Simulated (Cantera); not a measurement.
**Thermodynamics of abatement and gas-phase synthesis, feed PH₃ + O₂ + N₂**

A closed system holds: 1 mol PH₃, 3.5 mol O₂, 1.4 mol N₂, held at 1575 K and 10.0 mbar.

Method: chemical equilibrium by Gibbs-energy minimisation in Cantera with the NASA 1993 tables (ideal gas, pure condensed phases). Candidate condensed phases: H₂O, P, P₄O₁₀; 32 gas species. Gases not in the tables: HPO₂, HPO₃ and P₄O₆. The numbers say what is thermodynamically allowed, not how fast it happens.

```yaml
x(O₂): 0.319
x(H₂O): 0.312
x(N₂): 0.291
x(P₄O₁₀): 0.0446
x(PO₂): 0.0300
x(NO): 0.00130
x(OH): 0.000904
x(O): 6.05e-5
x(H₂): 2.72e-5
gas_amount: 4.795 mol
log10 activity of P(l) (absent): -11.38
```
